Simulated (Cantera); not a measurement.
A perfectly stirred reactor is fed with CH4 : CO : O2 : N2 = 1 : 0.36 : 3.63 : 22.9 (molar parts), equivalence ratio 0.60, at 158 Torr; it is adiabatic with a 748 K inlet, and is followed from long to short residence time, starting on the burning branch (τ in s: 0.094, 0.031, 0.01, 0.0033, 0.0011, 0.00035, 0.00012, 3.8e-05, 1.2e-05).

Cantera simulation using GRI-Mech 3.0 (53 species, 325 reactions); the numbers are that mechanism's predictions, not measurements.

Problem. Predict: blow-out, bracketed by the residence times tried; x(CH4) at τ = 94.0 ms; x(CO) at τ = 94.0 ms; x(O2) at τ = 94.0 ms; x(N2O) at τ = 94.0 ms; x(CH4) at τ = 1.10 ms; x(CO) at τ = 1.10 ms; x(O2) at τ = 1.10 ms; x(C2H4) at τ = 1.10 ms; x(N2O) at τ = 1.10 ms.

Solution. 
```json
{
  "blow_out_bracketed_by_the_residence_times_tried": "burning at 1.10 ms, out at 0.350 ms",
  "x(CH4) at τ = 94.0 ms": "1.56e-5",
  "x(CO) at τ = 94.0 ms": "0.00169",
  "x(O2) at τ = 94.0 ms": "0.0525",
  "x(N2O) at τ = 94.0 ms": "1.14e-7",
  "x(CH4) at τ = 1.10 ms": "0.000726",
  "x(CO) at τ = 1.10 ms": "0.0185",
  "x(O2) at τ = 1.10 ms": "0.0628",
  "x(C2H4) at τ = 1.10 ms": "2.12e-7",
  "x(N2O) at τ = 1.10 ms": "3.82e-8"
}
```
